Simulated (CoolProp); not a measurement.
n-butane along the isobar 12000 kPa: Z from the reference equation and from simpler models built on Tc = 152.0 °C, pc = 3796 kPa, ω = 0.201; each cubic takes its own stable root.

Computed with CoolProp (reference Helmholtz-energy equation of state, Bücker 2006).

| T (°C) | phase | reference | van der Waals | Soave-Redlich-Kwong |
|---|---|---|---|---|
| -71.75 | liquid | 0.6121 | 0.9711 | [?] |
| -48.65 | liquid | 0.5664 | 0.8905 | 0.6054 |
| -25.45 | liquid | [?] | 0.8262 | 0.5644 |
| -2.25 | liquid | [?] | 0.7746 | [?] |
| 20.85 | liquid | 0.4798 | 0.7329 | 0.5087 |
| 44.05 | liquid | 0.4629 | 0.6990 | [?] |
| 67.15 | liquid | 0.4507 | 0.6719 | 0.4796 |
| 90.35 | liquid | 0.4431 | 0.6504 | [?] |

**Question.** Some entries are withheld; supply them.

**Answer.** 
- -71.75, Soave-Redlich-Kwong: 0.6582
- -25.45, reference: 0.5304
- -2.25, reference: 0.5020
- -2.25, Soave-Redlich-Kwong: 0.5327
- 44.05, Soave-Redlich-Kwong: 0.4911
- 90.35, Soave-Redlich-Kwong: 0.4739
